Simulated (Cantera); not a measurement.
What does this Cantera script print?

```python
import numpy as np
import cantera as ct

gas = ct.Solution("gri30.yaml")
gas.TPX = 1050, 200, {'H2': 0.019, 'O2': 1}
reactor = ct.IdealGasConstPressureReactor(gas, energy="off", clone=False)
net = ct.ReactorNet([reactor])
net.rtol, net.atol = 1e-08, 1e-18
show = ['H2', 'O2', 'H', 'OH', 'H2O', 'HO2']
times = np.geomspace(0.0001, 300, 14)

steps = ct.SolutionArray(gas, extra=["t"])
rows = []
print(f"{'t/s':>10s}{'T/K':>9s}{'P/Pa':>11s}" + "".join(f"{s:>11s}" for s in show))
for t in times:
    while net.time < t:
        t_next = net.step()
        steps.append(gas.state, t=t_next)
    rows.append([np.interp(t, steps.t, y) for y in (steps.T, steps.P, *steps(*show).X.T)])
    print(f"{t:10.3e}{rows[-1][0]:9.1f}{rows[-1][1]:11.4g}" + "".join(f"{x:11.3e}" for x in rows[-1][2:]))
rate = np.gradient(steps.T, steps.t)
print("integrator steps:", len(steps.t))
if steps.T.max() > steps.T[0] + 200:
    print(f"time of steepest temperature rise: {steps.t[rate.argmax()]:.4e} s")
gas.TPX = 1050, 200, {'H2': 0.019, 'O2': 1}
gas.equilibrate("TP")
print(f"equilibrium (TP): T = {gas.T:.1f} K  " + "  ".join(f"{s} {gas[s].X[0]:.3e}" for s in show))
```

Output:

```
       t/s      T/K       P/Pa         H2         O2          H         OH        H2O        HO2
 1.000e-04   1050.0        200  1.865e-02  9.814e-01  9.066e-12  7.313e-13  1.634e-14  9.793e-12
 3.149e-04   1050.0        200  1.865e-02  9.814e-01  2.471e-11  6.290e-12  4.536e-13  3.085e-11
 9.919e-04   1050.0        200  1.865e-02  9.814e-01  5.757e-11  4.380e-11  1.070e-11  9.719e-11
 3.124e-03   1050.0        200  1.865e-02  9.814e-01  1.532e-10  2.476e-10  1.996e-10  3.064e-10
 9.839e-03   1050.0        200  1.865e-02  9.814e-01  1.285e-09  2.726e-09  5.061e-09  9.708e-10
 3.099e-02   1050.0        200  1.864e-02  9.814e-01  5.974e-07  1.305e-06  2.931e-06  7.016e-09
 9.760e-02   1050.0        200  4.084e-04  9.664e-01  2.730e-03  1.185e-03  1.628e-02  5.278e-07
 3.074e-01   1050.0        200  1.307e-04  9.671e-01  1.787e-03  7.923e-04  1.725e-02  4.258e-07
 9.681e-01   1050.0        200  9.764e-05  9.709e-01  1.129e-03  6.856e-04  1.771e-02  3.868e-07
 3.049e+00   1050.0        200  4.545e-05  9.765e-01  3.489e-04  4.685e-04  1.832e-02  2.901e-07
 9.603e+00   1050.0        200  1.035e-05  9.801e-01  3.756e-05  2.241e-04  1.867e-02  1.466e-07
 3.024e+01   1050.0        200  1.439e-06  9.810e-01  1.965e-06  8.400e-05  1.878e-02  4.628e-08
 9.525e+01   1050.0        200  1.879e-07  9.811e-01  9.369e-08  3.049e-05  1.881e-02  1.051e-08
 3.000e+02   1050.0        200  2.957e-08  9.812e-01  5.902e-09  1.214e-05  1.882e-02  2.219e-09
integrator steps: 1816
equilibrium (TP): T = 1050.0 K  H2 1.547e-10  O2 9.812e-01  H 2.271e-12  OH 8.824e-07  H2O 1.882e-02  HO2 5.815e-10
```

Computed with Cantera and GRI-Mech 3.0 (53 species, 325 reactions). Radical loss at walls, strong at low pressure, is not modelled.
